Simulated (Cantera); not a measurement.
**Equilibrium for hydrogen reduction and annealing atmospheres: FeS2 + H2 + N2**

Input: 1 mol FeS2, 42 mol H2, 3.6 mol N2, equilibrated at 1 atm.

Method: chemical equilibrium by Gibbs-energy minimisation in Cantera with the NASA 1993 tables (ideal gas, pure condensed phases). Candidate condensed phases: Fe, FeS, FeS2, S; 16 gas species. FeS: taken at fixed stoichiometry. The numbers say what is thermodynamically allowed, not how fast it happens.

```json
[
 {"T (K)": "1450", "x H2": "0.899", "x N2": "0.0789", "x H2S": "0.0218", "x SH": "6.46e-5", "x S2": "2.67e-5", "x H": "8.91e-6", "x NH3": "1.76e-5", "n FeS(s)": "1.000", "n FeS(l)": "0"},
 {"T (K)": "1500", "x H2": "0.899", "x N2": "0.0789", "x H2S": "0.0217", "x SH": "0.000102", "x S2": "4.37e-5", "x H": "1.66e-5", "x NH3": "1.50e-5", "n FeS(s)": "0", "n FeS(l)": "1.000"},
 {"T (K)": "1550", "x H2": "0.899", "x N2": "0.0789", "x H2S": "0.0216", "x SH": "0.000155", "x S2": "6.92e-5", "x H": "2.97e-5", "x NH3": "1.30e-5", "n FeS(s)": "0", "n FeS(l)": "1.000"},
 {"T (K)": "1600", "x H2": "0.899", "x N2": "0.0789", "x H2S": "0.0215", "x SH": "0.000229", "x S2": "0.000106", "x H": "5.12e-5", "x NH3": "1.13e-5", "n FeS(s)": "0", "n FeS(l)": "1.000"},
 {"T (K)": "1650", "x H2": "0.899", "x N2": "0.0789", "x H2S": "0.0213", "x SH": "0.000330", "x S2": "0.000157", "x H": "8.56e-5", "x NH3": "9.97e-6", "n FeS(s)": "0", "n FeS(l)": "1.000"},
 {"T (K)": "1700", "x H2": "0.899", "x N2": "0.0789", "x H2S": "0.0210", "x SH": "0.000464", "x S2": "0.000226", "x H": "0.000139", "x NH3": "8.83e-6", "n FeS(s)": "0", "n FeS(l)": "1.000"},
 {"T (K)": "1750", "x H2": "0.899", "x N2": "0.0789", "x H2S": "0.0207", "x SH": "0.000637", "x S2": "0.000315", "x H": "0.000219", "x NH3": "7.88e-6", "n FeS(s)": "0", "n FeS(l)": "0.999"}
]
```
x: gas mole fraction; n: condensed amount in mol.

At 1450 K the condensed part is FeS(s). From 1500 K to 1750 K the condensed part is FeS(l). The main Fe-bearing gas is Fe throughout.
